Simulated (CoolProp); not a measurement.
Cyclohexane at 451.46 K and 5.78 MPa is throttled through a valve to 3.82 MPa with no heat exchange. Each further row changes one setting.

Values from CoolProp's reference Helmholtz-energy equation of state, Zhou 2014.

```json
[
 {"case": "as stated", "temperature change (K)": "+0.1", "final density (kg/m³)": "618"},
 {"case": "outlet pressure 1.15 MPa", "temperature change (K)": "___", "final density (kg/m³)": "___"},
 {"case": "outlet pressure 4.97 MPa", "temperature change (K)": "+0.1", "final density (kg/m³)": "___"}
]
```

**Question.** Complete the blanks.

**Answer.** 
- outlet pressure 1.15 MPa, temperature change (K): +0.2
- outlet pressure 1.15 MPa, final density (kg/m³): 609
- outlet pressure 4.97 MPa, final density (kg/m³): 622
